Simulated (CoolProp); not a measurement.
Properties of octamethylcyclotetrasiloxane (D4) at several states.

Values from CoolProp's reference Helmholtz-energy equation of state, Thol 2015.

```tsv
T (°C)	p (bar)	phase	density (kg/m³)	speed of sound (m/s)	fugacity coefficient
265.25	37.6	liquid	660.3	321.5	___
66.95	26.6	liquid	907.5	801.4	0.0009540
222.85	58.2	liquid	734.6	___	0.07498
73.25	0.725	liquid	___	759.6	___
342.65	4.04	gas	25.79	120.3	0.9140
174.65	2.45	liquid	767.7	467.3	___
```

Q: Fill in the missing entries.

A: 
- 265.25, fugacity coefficient: 0.1798
- 222.85, speed of sound (m/s): 448.8
- 73.25, density (kg/m³): 895.1
- 73.25, fugacity coefficient: 0.03582
- 174.65, fugacity coefficient: 0.3798
